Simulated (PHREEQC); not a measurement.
23 g of hydrous ferric oxide (600 m²/g; 0.2 weak and 0.005 strong sites per Fe, Dzombak-Morel constants, diffuse double layer) in 1 kg of water with 0.1 mol/kgw of an inert sodium salt and 0.0008 mol/kgw MnCl2 and 0.02 mol/kgw PbCl2, at 25 °C; the pH is set by adding NaOH or the inert anion's acid. No oxygen is let in. The system is closed to CO2. Nothing may precipitate in this run.

The series has 13 steps of pH, from 4 to 12.

Equilibrium calculation in PHREEQC: ion-association model, wateq4f.dat.

Question: Near which pH is half of the Mn sorbed, and on which side is more sorbed?

Answer: Near pH 7.0, with more sorbed at higher pH.

Question: Near which pH is half of the Pb sorbed, and on which side is more sorbed?

Answer: Near pH 4.5, with more sorbed at higher pH.

Question: At which pH does the surface charge pass through zero?

Answer: Near pH 9.2.
